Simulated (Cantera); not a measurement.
A perfectly stirred reactor is fed with 14.7 % CH3OH, 15.7 % O2, 59.2 % N2, 10.4 % H2O, equivalence ratio 1.4, at 1.70 bar; it is adiabatic with a 423 K inlet, and is followed from long to short residence time, starting on the burning branch (τ in s: 0.041, 0.023, 0.012, 0.0068, 0.0037, 0.002, 0.0011, 0.00062, 0.00034, 0.00019, 0.0001, 5.6e-05).

Computed with Cantera and GRI-Mech 3.0 (53 species, 325 reactions). GRI-Mech 3.0 was tuned for natural gas; its chemistry of methanol as a main component is partial and can be far from experiment.

Task: Predict: blow-out, bracketed by the residence times tried; x(CH3OH) at τ = 41.0 ms; x(O2) at τ = 41.0 ms; x(H2O) at τ = 41.0 ms; x(N2O) at τ = 41.0 ms; x(NO) at τ = 41.0 ms; x(CH3OH) at τ = 1.10 ms; x(O2) at τ = 1.10 ms; x(H2O) at τ = 1.10 ms; x(N2O) at τ = 1.10 ms; x(NO) at τ = 1.10 ms.

Result: 
```json
{
 "blow_out_bracketed_by_the_residence_times_tried": "burning at 0.100 ms, out at 56.0 µs",
 "x(CH3OH) at τ = 41.0 ms": "2.93e-6",
 "x(O2) at τ = 41.0 ms": "0.000140",
 "x(H2O) at τ = 41.0 ms": "0.295",
 "x(N2O) at τ = 41.0 ms": "4.71e-9",
 "x(NO) at τ = 41.0 ms": "2.59e-5",
 "x(CH3OH) at τ = 1.10 ms": "3.07e-5",
 "x(O2) at τ = 1.10 ms": "0.00159",
 "x(H2O) at τ = 1.10 ms": "0.289",
 "x(N2O) at τ = 1.10 ms": "1.68e-8",
 "x(NO) at τ = 1.10 ms": "4.02e-5"
}
```
